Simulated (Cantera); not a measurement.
An adiabatic, constant-pressure homogeneous reactor starts with CH4 : C2H6 : O2 : N2 : CO2 = 1 : 0.1 : 1.57 : 5.89 : 0.49 (molar parts), at 1125 K and 10.0 bar.

Computed with Cantera and GRI-Mech 3.0 (53 species, 325 reactions).

Predict: time of steepest temperature rise; temperature at 6.00 s; equilibrium temperature; x(O2) at 6.00 s; x(H) at 6.00 s; x(CO2) at 6.00 s; x(NO) at 6.00 s; x(CH2O) at 6.00 s.


```
Item                                                                   Value
---------------------------------  -----------------------------------------
time of steepest temperature rise                                    2.62 ms
temperature at 6.00 s                                                 2447 K
equilibrium temperature                                               2447 K
x(O2) at 6.00 s                      2.71e-5 (gas-phase equilibrium 2.71e-5)
x(H) at 6.00 s                       0.00142 (gas-phase equilibrium 0.00142)
x(CO2) at 6.00 s                       0.0636 (gas-phase equilibrium 0.0636)
x(NO) at 6.00 s                    0.000207 (gas-phase equilibrium 0.000207)
x(CH2O) at 6.00 s                    2.17e-8 (gas-phase equilibrium 2.17e-8)
```
